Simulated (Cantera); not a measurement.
Feed: 1 mol CuO, 2.5 mol C, 0.025 mol CO, equilibrated at 10000 Pa.

Cantera equilibrium calculation (NASA polynomials, part measured and part estimated; ideal gas, pure solids and liquids). Candidate condensed phases: C, Cu, CuO, Cu2O; 15 gas species. Rates play no part.

log p: log10 of the partial pressure in bar; n: condensed amount in mol.

```csv
T (°C),log p CO,log p Cu,log p CO2,log p Cu2,log p C3,log p C,n C(graphite),n Cu(s),n Cu(l)
602,-1.22,<-13,-1.40,<-13,<-13,<-13,1.79,1.00,0
802,-1.01,?,?,<-13,<-13,<-13,1.51,1.00,0
1002,-1.00,-7.06,-4.15,-11.26,<-13,<-13,1.50,1.000,0
1202,-1.00,-5.27,-5.08,-8.75,<-13,<-13,1.50,0,1.000
1402,-1.00,?,?,?,<-13,<-13,1.50,0,0.999
1602,-1.01,-2.91,-6.32,-5.49,-11.99,-11.76,1.50,0,0.987
1802,-1.04,-2.07,-6.82,-4.35,-9.78,-9.84,1.50,0,0.905
2002,-1.23,-1.39,-7.54,-3.43,-7.98,-8.26,1.50,0,0.291
```

Q: Complete the blanks.

A: 
- 1402, log p Cu: -3.94
- 1402, log p CO2: -5.78
- 1402, log p Cu2: -6.91
- 802, log p Cu: -9.59
- 802, log p CO2: -2.88
